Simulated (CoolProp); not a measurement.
Vapour-liquid equilibrium of R22 (1) + acetone (2) at 0.162 MPa; x and y are mole fractions of (1).

Values from CoolProp's multi-fluid Helmholtz-energy mixture model, Kamei 1995 and Lemmon 2006; pair parameters Bell 2016.

| x | bubble temperature, mixture model (°C) | bubble temperature, Raoult's law (°C) | y, mixture model | y, Raoult's law |
|---|---|---|---|---|
| 0.05 | 51.2 | 47.3 | 0.482 | 0.564 |
| 0.2 | 25.8 | 12.8 | 0.825 | 0.913 |
| 0.35 | 12.4 | -3.2 | 0.919 | 0.969 |
| 0.5 | 0.2 | -12.9 | 0.967 | 0.986 |
| 0.65 | -11.6 | -19.8 | 0.990 | 0.994 |
| 0.8 | -21.8 | -24.9 | 0.998 | 0.997 |
| 0.95 | -28.8 | -29.1 | 1.000 | 1.000 |

The largest gap from Raoult's law is +15.6 K in bubble temperature, at x = 0.35. No azeotrope shows between x = 0.05 and 0.95.

The pair parameters rest on a limited set of measurements; away from them the model extrapolates. With so large a gap from Raoult's law the liquid may split in two, which this calculation doesn't test in full.
